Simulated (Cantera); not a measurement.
Charge: 1 mol SiHCl₃, 410 mol H₂, equilibrated at 71.3 Torr.

Cantera equilibrium calculation (NASA polynomials, part measured and part estimated; ideal gas, pure solids and liquids). Candidate condensed phases: Si; 19 gas species. The tables' values for SiCl₃ are old estimates; treat these amounts as uncertain. Gases not in the tables: Si₂H₆ and higher silanes. Kinetics and transport are ignored.

x: gas mole fraction; n: condensed amount in mol.

```csv
T (°C),x H₂,x HCl,x SiHCl₃,x SiCl₄,n Si(s),n Si(l)
527,0.997,[?],0.000976,0.000848,0.211,0
627,0.996,[?],0.000740,0.000621,0.398,0
727,0.994,[?],0.000368,0.000257,0.693,0
827,0.993,0.00659,8.70e-5,3.91e-5,0.895,0
927,0.993,0.00696,1.47e-5,3.78e-6,0.939,0
1027,0.993,0.00699,2.90e-6,4.49e-7,0.942,0
1127,0.993,0.00698,7.14e-7,7.10e-8,0.938,0
1227,0.993,0.00696,2.12e-7,1.43e-8,0.934,0
1327,0.993,0.00694,7.31e-8,3.54e-9,0.927,0
1427,0.992,0.00693,2.81e-8,1.01e-9,0,0.917
```

Q: Complete the blanks.

A: 
- 527, x HCl: 0.000784
- 627, x HCl: 0.00237
- 727, x HCl: 0.00489
